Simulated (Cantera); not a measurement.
Input (Python, Cantera) and output of one run.

```python
import numpy as np
import cantera as ct

gas_names = """
    B BH BH2 BH3 BN BO BO2 B2 B2O B2O2 B2O3 B3O3H3 H HBO HBO2 HNO HNO2 HNO3 HO2 H2 H2O H2O2 H3B3O6 N NH
    NH2 NH3 NH2OH NO NO2 NO3 N2 N2H2 N2H4 N2O O OH O2 O3
""".split()
cond_names = """
    B(b) B(L) BN(s) B2O3(L) B3O3H3(cr) H2O(s) H2O(L)
""".split()


# ... load() reads the species with a 1 bar reference pressure and builds the phases ...
atoms = {
    'borazine': {'B': 3, 'N': 3, 'H': 6},
    'O2': {'O': 2},
}
top_T = {'BN(s)': 3200}  # K; cautious upper limits of use, not melting points


# ... equilibrate(T, P, feed) seeds the gas with the atoms and calls Mixture.equilibrate('TP', solver="vcs", rtol=1e-11, max_steps=5000) ...
results = []
feed = {'borazine': 1, 'O2': 0.24}  # mol
T = 2325  # K
P = 1900  # Pa
mix = equilibrate(T, P, feed)
results.append((T, P, feed, dict(zip(mix.species_names, mix.species_moles))))
print(gas.report(threshold=1e-06))
for i in range(1, mix.n_phases):
    print(f"{mix.phase(i).name:16s} {mix.phase_moles(i):12.5e} mol")
```

Result:

```
       temperature   2325 K
          pressure   1900 Pa
           density   0.0011991 kg/m^3
  mean mol. weight   12.2 kg/kmol
   phase of matter   gas

                          1 kg             1 kmol
                     ---------------   ---------------
          enthalpy        5.7594e+06        7.0263e+07  J
   internal energy        4.1748e+06        5.0932e+07  J
           entropy             21509         2.624e+05  J/K
    Gibbs function       -4.4249e+07       -5.3982e+08  J
 heat capacity c_p            2957.1             36076  J/K
 heat capacity c_v            2275.6             27761  J/K

                      mass frac. Y      mole frac. X     chem. pot. / RT
                     ---------------   ---------------   ---------------
                 B        0.00064456        0.00072742           -3.6307
                BH        5.8912e-05        6.0814e-05           -15.898
               BH2         0.0013339         0.0012688           -28.165
               BH3         4.657e-06        4.1069e-06           -40.432
                BN        5.8772e-05        2.8891e-05           -19.945
                BO           0.10079          0.045864           -36.042
               B2O         0.0041803         0.0013556           -39.672
              B2O2           0.02153         0.0048986           -72.083
              B2O3        9.6251e-05        1.6867e-05           -104.49
                 H         0.0048841          0.059112           -12.267
               HBO           0.08822          0.038691           -48.309
              HBO2        7.7184e-05         2.149e-05            -80.72
                H2          0.090651           0.54857           -24.534
               H2O        6.5911e-06        4.4635e-06           -56.945
                N2           0.68746           0.29938           -32.629
     [  +24 minor]        2.2619e-06        9.4012e-07

B(b)              2.50295e+00 mol
BN(s)             0.00000e+00 mol
B2O3(L)           0.00000e+00 mol
```

These are equilibrium values from Cantera (NASA tables, ideal gas, pure condensed phases), not measurements of a reactor. The feed counts by its element totals alone. The tables' values for BH2 are old estimates; treat these amounts as uncertain.
